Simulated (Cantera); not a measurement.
Gas mixture: 37.7 % H2O, 36.9 % O2, 25.4 % CO2, at 0.286 atm, frozen composition.

Cantera's kinetic-theory transport with the Lennard-Jones parameters of GRI-Mech 3.0, ideal gas; thermal conductivity in the multicomponent form. Polar gases are described roughly by these parameters.

One state of this run: ρ (kg/m³) = 0.148; cp (J/kg/K) = 1307; μ (µPa s) = 32.1; λ (mW/m/K) = 61.7; Pr = 0.678; D (cm²/s) CO2 = 2.69; D (cm²/s) NO = 3.10; D (cm²/s) H = 19.4. D: mixture-averaged diffusion coefficient of that species in the mixture.

**Question.** Which value of T (K) does it belong to?
(A) 1000
(B) 500
(C) 400
(D) 700

**Answer.** D, 700
